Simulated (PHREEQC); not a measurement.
Dissolve 0.0088 mol/kgw H3BO3 at 70 °C. Closed to the air; pH follows from the charge balance.

The numbers come from PHREEQC with the ion-association model, phreeqc.dat.

Each row changes one thing in this solution. No solid was allowed to form.

| case | pH | ionic strength (mol/kgw) | H2BO3- (mol/kgw) |
|---|---|---|---|
| as made | 5.49 | 3.25e-6 | 3.20e-6 |
| H3BO3 replaced by NaBF4 at the same molality | 3.10 | 0.00967 | 3.31e-9 |
| temperature from 70 to 15 °C | 5.69 | 2.05e-6 | 2.05e-6 |
| 0.00056 mol/kgw KOH added | 7.74 | 0.000560 | 0.000551 |
| H3BO3 from 0.0088 to 0.088 mol/kgw | 4.99 | 1.02e-5 | 1.02e-5 |

Away from 25 °C the constants follow the database's enthalpies or fits; those with neither stay at their 25 °C values. Real BF4- forms and hydrolyses slowly; the run takes it at equilibrium.
